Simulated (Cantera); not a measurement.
What does this Cantera script print?

```python
import numpy as np
import cantera as ct

gas = ct.Solution("gri30.yaml")
gas.TPX = 525, 16000, {'CH4': 1, 'O2': 1.8, 'N2': 5.14}
flame = ct.FreeFlame(gas, width=0.14)
flame.set_refine_criteria(ratio=3, slope=0.08, curve=0.16)
flame.transport_model = "mixture-averaged"
flame.solve(loglevel=0, auto=True)
z, T = flame.grid, flame.T
thick = (T[-1] - T[0]) / np.gradient(T, z).max()
show = ['CH4', 'O2', 'CH3', 'O', 'C2H6', 'H2O2']
print(f"laminar burning velocity  {flame.velocity[0] * 100:.3f} cm/s")
print(f"burnt temperature         {T[-1]:.1f} K")
print(f"thermal thickness         {thick * 1e3:.4f} mm")
print(f"grid points               {len(z)}")
z0 = z[flame.heat_release_rate.argmax()]
print(f"{'z/mm':>9s}{'T/K':>9s}{'u/(m/s)':>9s}" + "".join(f"{s:>11s}" for s in show))
rows = []
for k in (-3, -2, -1.5, -1, -0.5, -0.25, 0, 0.25, 0.5, 1, 2, 4, 8):
    zz = z0 + k * thick
    rows.append([k * thick, np.interp(zz, z, T), np.interp(zz, z, flame.velocity),
                 *(np.interp(zz, z, flame.X[gas.species_index(s)]) for s in show)])
    print(f"{rows[-1][0] * 1e3:9.3f}{rows[-1][1]:9.1f}{rows[-1][2]:9.3f}" + "".join(f"{x:11.3e}" for x in rows[-1][3:]))
```

Result:

```
laminar burning velocity  189.949 cm/s
burnt temperature         2424.6 K
thermal thickness         1.3760 mm
grid points               161
     z/mm      T/K  u/(m/s)        CH4         O2        CH3          O       C2H6       H2O2
   -4.128    525.0    1.901  1.258e-01  2.265e-01  4.414e-08  4.979e-10  6.121e-09  2.771e-09
   -2.752    525.8    1.908  1.255e-01  2.260e-01  1.365e-06  2.148e-08  4.738e-07  1.040e-07
   -2.064    529.9    1.929  1.247e-01  2.249e-01  7.580e-06  1.561e-07  4.303e-06  5.340e-07
   -1.376    586.2    2.156  1.199e-01  2.199e-01  5.657e-05  2.196e-06  1.088e-04  2.134e-06
   -0.688   1024.1    3.863  8.608e-02  1.831e-01  1.589e-03  6.184e-05  1.409e-03  3.200e-06
   -0.344   1477.0    5.676  4.602e-02  1.329e-01  5.751e-03  3.702e-04  9.732e-04  3.370e-06
    0.000   1877.5    7.318  1.251e-02  7.784e-02  4.940e-03  1.585e-03  7.755e-05  1.486e-06
    0.344   2058.3    8.060  1.555e-03  4.317e-02  1.105e-03  4.050e-03  7.897e-07  2.997e-07
    0.688   2100.8    8.219  1.101e-04  2.815e-02  9.648e-05  6.132e-03  2.784e-09  6.828e-08
    1.376   2120.0    8.259  3.994e-07  2.021e-02  3.844e-07  7.213e-03  4.648e-14  5.186e-08
    2.752   2137.2    8.295  7.593e-11  1.800e-02  7.764e-11  7.163e-03  5.483e-20  4.889e-08
    5.504   2159.6    8.364  1.468e-15  1.713e-02  2.534e-15  6.794e-03  5.271e-26  4.603e-08
   11.008   2194.9    8.478  9.406e-17  1.614e-02  9.415e-16  6.158e-03  2.506e-30  4.258e-08
```

Detailed kinetics in Cantera: GRI-Mech 3.0 (53 species, 325 reactions). Burning velocities carry a grid error of a few per cent, more on coarse grids.
